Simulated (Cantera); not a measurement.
A freely propagating, adiabatic, planar premixed flame of CO : H2 : CH4 : O2 : N2 = 1 : 0.39 : 0.052 : 0.963 : 3.62 (molar parts), equivalence ratio 0.83, unburnt at 498 K and 0.133 bar; mixture-averaged transport, grid criteria slope 0.08 and curve 0.16, no radiation.

Model: GRI-Mech 3.0 (53 species, 325 reactions), integrated in Cantera. Burning velocities carry a grid error of a few per cent, more on coarse grids.

Question: Predict: laminar burning velocity; thermal thickness; peak x(HO2); peak x(C2H6).

Answer: 
| Property | Result |
|---|---|
| laminar burning velocity | 185 cm/s |
| thermal thickness | 6.05 mm |
| peak x(HO2) | 7.30e-5 |
| peak x(C2H6) | 1.17e-6 |
